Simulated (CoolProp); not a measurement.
Vapour-liquid equilibrium of propane (1) + dimethyl ether (2) at 32.95 °C; x and y are mole fractions of (1).

Computed with CoolProp (multi-fluid Helmholtz-energy mixture model, Lemmon 2009 and Wu 2011; pair parameters Bell 2016).

### Question
Give the bubble pressure and the first vapour's composition at x = 0.05, 0.15, 0.55. Is there an azeotrope?

### Answer
x = 0.05: 0.7897 MPa, y = 0.102; x = 0.15: 0.8787 MPa, y = 0.258; x = 0.55: 1.096 MPa, y = 0.628. y crosses x between x = 0.85 and 0.95: the model has an azeotrope there.

Pair parameters are fitted to limited data, so mixtures are less certain than the pure fluids.
